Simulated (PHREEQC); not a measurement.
Consider water at 44 °C with 4.2 mmol/kgw ZnCl2 and 0.093 mmol/kgw FeSO4. Closed to the air; pH follows from the charge balance.

The numbers come from PHREEQC with the ion-association model, wateq4f.dat.

Precipitation was switched off in this run.

Task: Order these S species by the share of S that they hold, largest first: FeSO4, SO4-2, ZnSO4.

Result: SO4-2 (69 %), ZnSO4 (30 %), FeSO4 (0.63 %)

The pH is 5.46 and the ionic strength 0.0126 mol/kgw. Complexes and solids missing from the database can't appear. Away from 25 °C the constants follow the database's enthalpies or fits; those with neither stay at their 25 °C values.
